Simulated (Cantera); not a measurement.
An isothermal, constant-pressure homogeneous reactor starts with NO : N₂ = 1 : 6.6 (molar parts), at 2050 K and 1.01 bar. Integrator tolerance rtol = 1e-08.

Cantera simulation using GRI-Mech 3.0 (53 species, 325 reactions); the numbers are that mechanism's predictions, not measurements.

Problem. What does this change do: pressure from 1.01 bar to 0.133 bar?

Solution. 
| quantity | before | after |
|---|---|---|
| x(NO) at 20.0 s | 0.00524 (gas-phase equilibrium 0.00524) | 0.00577 (gas-phase equilibrium 0.00523) |
| x(N₂O) at 20.0 s | 3.21e-7 (gas-phase equilibrium 3.21e-7) | 1.18e-7 (gas-phase equilibrium 1.16e-7) |
| x(N₂) at 20.0 s | 0.931 (gas-phase equilibrium 0.931) | 0.931 (gas-phase equilibrium 0.931) |
| x(O₂) at 20.0 s | 0.0630 (gas-phase equilibrium 0.0630) | 0.0625 (gas-phase equilibrium 0.0628) |
| x(O) at 20.0 s | 0.000244 (gas-phase equilibrium 0.000244) | 0.000671 (gas-phase equilibrium 0.000672) |

Problem. What does this change do: temperature 2050 to 1700 K?

Solution. 
```
quantity                                             before                                    after
----------------  -----------------------------------------  ---------------------------------------
x(NO) at 20.0 s     0.00524 (gas-phase equilibrium 0.00524)   0.0849 (gas-phase equilibrium 0.00176)
x(N₂O) at 20.0 s    3.21e-7 (gas-phase equilibrium 3.21e-7)  2.88e-6 (gas-phase equilibrium 1.13e-7)
x(N₂) at 20.0 s         0.931 (gas-phase equilibrium 0.931)      0.892 (gas-phase equilibrium 0.933)
x(O₂) at 20.0 s       0.0630 (gas-phase equilibrium 0.0630)    0.0233 (gas-phase equilibrium 0.0649)
x(O) at 20.0 s    0.000244 (gas-phase equilibrium 0.000244)  6.96e-6 (gas-phase equilibrium 1.14e-5)
```
